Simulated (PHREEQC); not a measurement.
0.019 g of hydrous ferric oxide (600 m²/g; 0.2 weak and 0.005 strong sites per Fe, Dzombak-Morel constants, diffuse double layer) in 1 kg of water with 0.01 mol/kgw of an inert sodium salt and 3.5e-05 mol MnCl2, at 25 °C; the pH is set by adding NaOH or the inert anion's acid. No oxygen is let in. The system is closed to CO2. Precipitation was switched off in this run.

The series has 17 steps of pH, from 4 to 10.

Equilibrium calculation in PHREEQC: ion-association model, wateq4f.dat.

Question: Near which pH is half of the Mn sorbed, and on which side is more sorbed?

Answer: Near pH 9.0, with more sorbed at higher pH.
